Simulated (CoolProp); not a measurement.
Vapour-liquid equilibrium of ethylbenzene (1) + n-nonane (2) at 188.45 °C; x and y are mole fractions of (1).

Values from CoolProp's multi-fluid Helmholtz-energy mixture model, Zhou 2012 and Lemmon 2006; pair parameters Bell 2016.

```
x      bubble pressure (MPa)  y at the bubble point  dew pressure at overall composition x (MPa)  liquid density (mol/L)
-----  ---------------------  ---------------------  -------------------------------------------  ----------------------
0.05                  0.2563                  0.072                                   (withheld)                   4.537
0.125                 0.2662                  0.172                                       0.2615                   4.654
0.2                   0.2758                  0.265                                       0.2690                   4.777
0.275                 0.2850                  0.351                                       0.2768                   4.907
0.35                  0.2937                  0.431                                       0.2849                   5.043
0.425                 0.3019                  0.505                                       0.2931                   5.188
0.5                   0.3095                  0.575                                       0.3014              (withheld)
0.575                 0.3165                  0.641                                       0.3095                   5.503
0.65                  0.3228                  0.705                                       0.3174                   5.675
0.725                 0.3286                  0.767                                       0.3248                   5.858
0.8                   0.3337                  0.829                                       0.3314                   6.054
0.875                 0.3380                  0.891                                       0.3370                   6.263
0.95              (withheld)                  0.955                                       0.3414                   6.486
```

### Question
Some entries are withheld; supply them.

### Answer

- 0.05, dew pressure at overall composition x (MPa): 0.2543
- 0.5, liquid density (mol/L): 5.340
- 0.95, bubble pressure (MPa): 0.3417

No azeotrope shows between x = 0.05 and 0.95.

Pair parameters are fitted to limited data, so mixtures are less certain than the pure fluids.
